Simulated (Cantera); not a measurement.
Charge: 1 mol C2H6, 0.048 mol O2, held at 101000 Pa.

Method: chemical equilibrium by Gibbs-energy minimisation in Cantera with the NASA 1993 tables (ideal gas, pure condensed phases). Candidate condensed phases: C, C6H6, C7H8, C8H18, H2O; 110 gas species. Equilibrium is a limit: real reactors are often held back by kinetics, nucleation or transport.

**Question.** At 277 °C, list the 4 most abundant gas species with their mole fractions, and the condensed phases.

**Answer.** CH4 0.894, H2O 0.0598, H2 0.0456, CO2 0.000413. Condensed: C(graphite).
